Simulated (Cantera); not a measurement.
An adiabatic, constant-pressure homogeneous reactor starts with CH₄ : O₂ : N₂ : H₂O = 1 : 2.13 : 8 : 1.8 (molar parts), at 1548 K and 2400 Torr.

Model: GRI-Mech 3.0 (53 species, 325 reactions), integrated in Cantera.

One state of this run: T (K) = 1551; x CH₄ = 0.0761; x O₂ = 0.164; x H₂O = 0.140; x OH = 2.08e-6; x CH₂ = 4.50e-9. x: mole fraction; the columns are a selection and need not sum to one.

Q: Which value of t (s) does it belong to?
(A) 5.36e-5
(B) 0.000958
(C) 2.05e-5
(D) 0.000140

A: D, 0.000140
